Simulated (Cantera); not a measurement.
A Cantera script and its output.

```python
import numpy as np
import cantera as ct

gas = ct.Solution("h2o2.yaml")
gas.TPX = 1375, 18000, {'H2': 1.4, 'O2': 1, 'N2': 3.4}
inlet = ct.Reservoir(gas, clone=True)

reactor = ct.IdealGasConstPressureReactor(gas, energy="off", clone=False)
exhaust = ct.Reservoir(gas, clone=True)
tau = [15, 6, 2.4, 0.95, 0.38, 0.15, 0.06, 0.024, 0.0095][0]
for a, b in ((inlet, reactor), (reactor, exhaust)):
    ct.MassFlowController(a, b, mdot=lambda t: reactor.mass / tau)
net = ct.ReactorNet([reactor])
show = ['H2', 'O2', 'OH', 'O', 'HO2', 'H2O', 'H2O2']

rows = []
print(f"{'tau/s':>10s}{'T/K':>9s}" + "".join(f"{s:>11s}" for s in show))
for tau in [15, 6, 2.4, 0.95, 0.38, 0.15, 0.06, 0.024, 0.0095]:
    net.initial_time = 0.0
    net.advance(30 * tau)
    before = gas.X
    net.advance(40 * tau)
    drift = np.max(np.abs(gas.X - before) / (gas.X + 1e-9))
    rows.append([gas.T, *gas[show].X, drift])
    print(f"{tau:10.3e}{gas.T:9.1f}" + "".join(f"{x:11.3e}" for x in gas[show].X))
```

Result:

```
     tau/s      T/K         H2         O2         OH          O        HO2        H2O       H2O2
 1.500e+01   1375.0  6.267e-05  5.875e-02  3.373e-04  2.167e-05  6.022e-07  2.742e-01  8.043e-08
 6.000e+00   1375.0  1.159e-04  5.874e-02  4.589e-04  4.034e-05  1.048e-06  2.741e-01  1.255e-07
 2.400e+00   1375.0  2.146e-04  5.872e-02  6.249e-04  7.527e-05  1.773e-06  2.739e-01  1.910e-07
 9.500e-01   1375.0  3.992e-04  5.872e-02  8.540e-04  1.414e-04  2.886e-06  2.735e-01  2.845e-07
 3.800e-01   1375.0  7.347e-04  5.875e-02  1.162e-03  2.634e-04  4.394e-06  2.729e-01  4.105e-07
 1.500e-01   1375.0  1.355e-03  5.885e-02  1.587e-03  4.929e-04  6.224e-06  2.717e-01  5.781e-07
 6.000e-02   1375.0  2.449e-03  5.911e-02  2.152e-03  9.080e-04  8.073e-06  2.697e-01  7.836e-07
 2.400e-02   1375.0  4.350e-03  5.968e-02  2.903e-03  1.656e-03  9.700e-06  2.661e-01  1.019e-06
 9.500e-03   1375.0  7.556e-03  6.085e-02  3.888e-03  2.995e-03  1.097e-05  2.595e-01  1.257e-06
```

Computed with Cantera and the H2/O2 subset of GRI-Mech 3.0, which has no nitrogen chemistry. The temperature is held fixed by assumption; the heat of reaction is taken as removed at once.
